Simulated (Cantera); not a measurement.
Feed: 1 mol C2H5OH, 1.9 mol O2, equilibrated at 2500 °C and 35.0 bar.

Method: chemical equilibrium by Gibbs-energy minimisation in Cantera with the NASA 1993 tables (ideal gas, pure condensed phases). The ideal-gas law is rough above about 30 bar. The numbers say what is thermodynamically allowed, not how fast it happens.

```
species   before     after
-------  -------  --------
H2         0.155     0.464
CO         0.283     0.414
H2O        0.438     0.100
CO2        0.116    0.0130
O2       8.76e-5   5.14e-7
O        7.72e-5   5.91e-6
OH       0.00383  0.000508
HCO      4.87e-6   1.23e-5
H        0.00495   0.00856
```
Gas species are given as mole fractions.

Question: Name the change that produced these shifts.
A. C2H5OH replaced by C3H8
B. temperature from 2500 °C to 977 °C
C. temperature from 2500 °C to 1450 °C
D. O2 from 1.9 to 0.023 mol

Answer: A, C2H5OH replaced by C3H8
